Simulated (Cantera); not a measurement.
A closed system holds: 1 mol B2O3, 0.82 mol F2, 0.58 mol O2, at 823.15 K and 133 Pa.

Method: chemical equilibrium by Gibbs-energy minimisation in Cantera with the NASA 1993 tables (ideal gas, pure condensed phases). Candidate condensed phases: B, B2O3; 21 gas species. Equilibrium is a limit: real reactors are often held back by kinetics, nucleation or transport.

Base state: O2 0.644, BF3 0.331, B3O3F3 0.0245, BOF 2.08e-5 (mole fractions); condensed: B2O3(l).

Problem. What changes in the equilibrium state with this change: F2 from 0.82 to 7.3 mol?

Solution. 
```tsv
species	before	after
F2	<1e-9	0.366
O2	0.644	0.224
BF3	0.331	0.215
F	<1e-9	0.195
B3O3F3	0.0245	<1e-9
BOF	2.08e-5	<1e-9
B2O3(l), mol	0.689	0
```

Problem. What changes in the equilibrium state with this change: temperature from 823.15 K to 1423 K?

Solution. 
```
species        before     after
------------  -------  --------
BOF           2.08e-5     0.606
O2              0.644     0.382
BF3             0.331   0.00768
B3O3F3         0.0245   0.00113
B2O3            <1e-9   0.00308
BO2             <1e-9  0.000298
O               <1e-9   2.28e-5
BOF2          2.57e-7   4.41e-5
B2O3(l), mol    0.689     0.192
```
